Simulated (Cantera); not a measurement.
An isothermal, constant-pressure homogeneous reactor starts with C₂H₆ : N₂ = 1 : 1.5 (molar parts), at 1325 K and 0.132 atm.

Computed with Cantera and GRI-Mech 3.0 (53 species, 325 reactions). GRI-Mech 3.0 stops at C3 and has no aromatics, soot or wall deposition, so with more carbon than oxygen in the feed, carbon stays in small species such as C2H2 where larger ones or solid carbon would form.

x: mole fraction; the columns are a selection and need not sum to one.

```json
[
 {"t (s)": "0.000100", "x C₂H₆": "0.398", "x C₂H₂": "2.22e-7", "x CH₂": "2.55e-8", "x C₂H": "<1e-12", "x H": "8.89e-6"},
 {"t (s)": "0.000277", "x C₂H₆": "0.385", "x C₂H₂": "2.02e-5", "x CH₂": "7.98e-8", "x C₂H": "2.52e-11", "x H": "1.96e-5"},
 {"t (s)": "0.000765", "x C₂H₆": "(withheld)", "x C₂H₂": "(withheld)", "x CH₂": "(withheld)", "x C₂H": "1.52e-10", "x H": "(withheld)"},
 {"t (s)": "0.00211", "x C₂H₆": "0.241", "x C₂H₂": "0.00314", "x CH₂": "8.43e-8", "x C₂H": "5.00e-10", "x H": "2.67e-5"},
 {"t (s)": "0.00585", "x C₂H₆": "0.0929", "x C₂H₂": "0.0152", "x CH₂": "5.16e-8", "x C₂H": "1.52e-9", "x H": "3.27e-5"},
 {"t (s)": "0.0162", "x C₂H₆": "0.0102", "x C₂H₂": "0.0457", "x CH₂": "1.00e-8", "x C₂H": "2.51e-9", "x H": "2.44e-5"},
 {"t (s)": "0.0447", "x C₂H₆": "0.000879", "x C₂H₂": "0.0760", "x CH₂": "9.80e-10", "x C₂H": "1.34e-9", "x H": "8.76e-6"},
 {"t (s)": "0.124", "x C₂H₆": "0.000200", "x C₂H₂": "0.102", "x CH₂": "2.33e-10", "x C₂H": "8.77e-10", "x H": "4.58e-6"},
 {"t (s)": "0.342", "x C₂H₆": "0.000123", "x C₂H₂": "0.137", "x CH₂": "1.60e-10", "x C₂H": "9.85e-10", "x H": "4.20e-6"},
 {"t (s)": "0.946", "x C₂H₆": "6.19e-5", "x C₂H₂": "0.173", "x CH₂": "1.02e-10", "x C₂H": "1.01e-9", "x H": "3.70e-6"},
 {"t (s)": "2.62", "x C₂H₆": "3.43e-5", "x C₂H₂": "0.187", "x CH₂": "6.93e-11", "x C₂H": "9.06e-10", "x H": "3.16e-6"},
 {"t (s)": "7.23", "x C₂H₆": "3.23e-5", "x C₂H₂": "0.188", "x CH₂": "6.65e-11", "x C₂H": "8.88e-10", "x H": "3.08e-6"},
 {"t (s)": "20.0", "x C₂H₆": "3.22e-5", "x C₂H₂": "0.188", "x CH₂": "6.60e-11", "x C₂H": "8.74e-10", "x H": "3.03e-6"}
]
```

Some entries are withheld; supply them.


- 0.000765, x C₂H₆: 0.340
- 0.000765, x C₂H₂: 0.000402
- 0.000765, x CH₂: 9.95e-8
- 0.000765, x H: 2.34e-5
